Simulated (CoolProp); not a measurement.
Vapour-liquid equilibrium of n-butane (1) + cyclohexane (2) at 37.45 °C; x and y are mole fractions of (1).

Model: multi-fluid Helmholtz-energy mixture model, Bücker 2006 and Zhou 2014; pair parameters Bell 2016, in CoolProp.

```
x     bubble pressure (MPa)  y at the bubble point  dew pressure at overall composition x (MPa)  liquid density (mol/L)
----  ---------------------  ---------------------  -------------------------------------------  ----------------------
0.05                0.03414                  0.378                                      0.02330                   9.102
0.2                 0.07789                  0.769                                      0.02725                   9.237
0.35                 0.1291                  0.887                                      0.03282                   9.357
0.5                  0.1824                  0.938                                      0.04132                   9.460
0.65                 0.2342                  0.965                                      0.05586                   9.541
0.8                  0.2840                  0.982                                      0.08685                   9.593
0.95                 0.3345                  0.996                                       0.2027                   9.607
```

No azeotrope shows between x = 0.05 and 0.95.

The pair parameters rest on a limited set of measurements; away from them the model extrapolates.
